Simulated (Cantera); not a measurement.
Input (Python, Cantera) and output of one run.

```python
import numpy as np
import cantera as ct

gas_names = """
    H NbO2 OH
""".split()
cond_names = """
    Nb(cr) Nb(L)
""".split()


# ... load() reads the species with a 1 bar reference pressure and builds the phases ...
species = {s.name: s for s in load("nasa_gas.yaml", gas_names) + load("nasa_condensed.yaml", cond_names)}
# Each term lists the table entries of one substance; the one whose range holds T is used.
reactions = {
    '2 H(g) + NbO2(g) = Nb + 2 OH(g)':
        [(-2, ['H']), (-1, ['NbO2']), (1, ['Nb(cr)', 'Nb(L)']), (2, ['OH'])],
}


def pick(names, T):
    return next(species[n] for n in names if species[n].thermo.min_temp <= T <= species[n].thermo.max_temp)


results = []
for label, terms in reactions.items():
    print(label)
    print("     T/K   dH/kJ  dS/(J/K)   dG/kJ   log10 K")
    for T in [1075, 1175, 1275, 1375, 1475, 1575, 1675, 1775, 1875]:
        used = [(nu, pick(names, T)) for nu, names in terms]
        dH = sum(nu * s.thermo.h(T) for nu, s in used) / 1e6
        dS = sum(nu * s.thermo.s(T) for nu, s in used) / 1e3
        dG = dH - T * dS / 1e3
        logK = -dG * 1e6 / (ct.gas_constant * T * np.log(10))
        results.append((label, T, dH, dS, dG, logK, [s.name for _, s in used]))
        print(f"{T:8g} {dH:8.1f} {dS:8.1f} {dG:8.1f} {logK:8.2f}")
```

It prints:

```
2 H(g) + NbO2(g) = Nb + 2 OH(g)
     T/K   dH/kJ  dS/(J/K)   dG/kJ   log10 K
    1075   -163.0   -107.0    -48.0     2.33
    1175   -163.7   -107.6    -37.3     1.66
    1275   -164.2   -108.0    -26.5     1.09
    1375   -164.7   -108.3    -15.7     0.60
    1475   -165.0   -108.6     -4.9     0.17
    1575   -165.2   -108.7      6.0    -0.20
    1675   -165.3   -108.8     16.9    -0.53
    1775   -165.3   -108.8     27.8    -0.82
    1875   -165.2   -108.7     38.6    -1.08
```

Cantera with NASA thermochemical tables; ideal gases at 1 bar, condensed phases pure. Condensed species are held in their standard states even where they would react or evaporate.
